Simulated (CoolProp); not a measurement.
Carbon dioxide along the isotherm 442.5 K: Z from the reference equation and from simpler models built on Tc = 304.1 K, pc = 73.77 bar, ω = 0.224; each cubic takes its own stable root.

The numbers come from the reference Helmholtz-energy equation of state, Span 1996 in CoolProp.

```csv
p (bar),phase,reference,van der Waals,Redlich-Kwong,Soave-Redlich-Kwong,Peng-Robinson
2.33,gas,0.9971,0.9964,0.9966,0.9975,0.9967
3.63,gas,0.9955,0.9944,0.9947,0.9961,0.9949
5.66,gas,0.9930,0.9913,0.9917,0.9939,0.9921
8.81,gas,0.9892,0.9864,0.9871,0.9906,0.9877
13.7,gas,0.9832,0.9788,0.9800,0.9854,0.9810
21.4,gas,0.9738,0.9667,0.9689,0.9774,0.9706
33.2,gas,0.9597,0.9479,0.9520,0.9654,0.9551
51.8,gas,0.9378,0.9179,0.9258,0.9474,0.9319
80.6,supercritical,0.9055,0.8708,0.8870,0.9219,0.8994
126,supercritical,0.8600,0.7990,0.8332,0.8893,0.8580
195,supercritical,0.8122,0.7300,0.7808,0.8626,0.8220
304,supercritical,0.8063,0.7789,0.7852,0.8775,0.8260
474,supercritical,0.9098,0.9812,0.9005,0.9827,0.9141
738,supercritical,1.146,1.329,1.136,1.205,1.110
```
